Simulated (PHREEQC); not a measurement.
0.016 g of hydrous ferric oxide (600 m²/g; 0.2 weak and 0.005 strong sites per Fe, Dzombak-Morel constants, diffuse double layer) in 1 kg of water with 0.05 mol/kgw of an inert sodium salt and 4.1e-05 mol MnCl2, at 25 °C; the pH is set by adding NaOH or the inert anion's acid. No oxygen is let in. The system is closed to CO2. Precipitation was switched off in this run.

All values are PHREEQC results (ion-association model, wateq4f.dat), not measurements.

| pH | Mn sorbed (%) | surface charge σ (C/m²) | surface potential ψ (mV) |
|---|---|---|---|
| 3 | 0.0 | 0.357 | 169 |
| 3.67 | 0.0 | 0.323 | 165 |
| 4.33 | 0.0 | 0.258 | 153 |
| 5 | 0.0 | 0.181 | 135 |
| 5.67 | 0.1 | 0.115 | 112 |
| 6.33 | 0.7 | 0.068 | 86 |
| 7.67 | 7.4 | 0.017 | 31 |
| 8.33 | 23.0 | 0.010 | 19 |
| 9 | 37.4 | 0.008 | 15 |
| 9.67 | 43.5 | 0.007 | 13 |
| 10.33 | 45.0 | 0.005 | 10 |
| 11 | 44.9 | 0.001 | 3 |

Along this series the solution becomes supersaturated in solids that the run did not let form, among them Pyrochroite. Complexes and solids missing from the database can't appear. The oxide is taken as insoluble; below pH 4 it would dissolve.
